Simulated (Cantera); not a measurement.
# Calcination and drying: CsOH + O2

Feed: 1 mol CsOH, 1.6 mol O2, equilibrated at 850000 Pa.

These are equilibrium values from Cantera (NASA tables, ideal gas, pure condensed phases), not measurements of a reactor. Candidate condensed phases: Cs, CsOH, H2O; 15 gas species. Kinetics and transport are ignored.

From 1175 °C to 1475 °C nothing is condensed. The main Cs-bearing gas is CsOH throughout.

| T (°C) | x O2 | x CsOH | x Cs2(OH)2 | x Cs | x H2O | x CsO | x Cs2O |
|---|---|---|---|---|---|---|---|
| 1175 | 0.622 | 0.367 | 0.0105 | 0.000190 | 0.000181 | 9.63e-5 | 3.84e-5 |
| 1200 | 0.620 | 0.371 | 0.00836 | 0.000235 | 0.000216 | 0.000117 | 4.16e-5 |
| 1225 | 0.619 | 0.373 | 0.00670 | 0.000288 | 0.000258 | 0.000141 | 4.47e-5 |
| 1250 | 0.619 | 0.375 | 0.00540 | 0.000350 | 0.000305 | 0.000168 | 4.79e-5 |
| 1275 | 0.618 | 0.377 | 0.00437 | 0.000423 | 0.000360 | 0.000199 | 5.10e-5 |
| 1300 | 0.617 | 0.378 | 0.00356 | 0.000507 | 0.000422 | 0.000235 | 5.41e-5 |
| 1325 | 0.617 | 0.379 | 0.00291 | 0.000604 | 0.000492 | 0.000275 | 5.71e-5 |
| 1350 | 0.617 | 0.379 | 0.00239 | 0.000715 | 0.000572 | 0.000321 | 6.01e-5 |
| 1375 | 0.616 | 0.380 | 0.00198 | 0.000841 | 0.000661 | 0.000372 | 6.31e-5 |
| 1400 | 0.616 | 0.380 | 0.00164 | 0.000984 | 0.000762 | 0.000429 | 6.61e-5 |
| 1425 | 0.616 | 0.380 | 0.00137 | 0.00115 | 0.000875 | 0.000492 | 6.90e-5 |
| 1450 | 0.616 | 0.380 | 0.00115 | 0.00133 | 0.001000 | 0.000562 | 7.19e-5 |
| 1475 | 0.615 | 0.380 | 0.000970 | 0.00153 | 0.00114 | 0.000639 | 7.48e-5 |
x: gas mole fraction; nothing condenses.
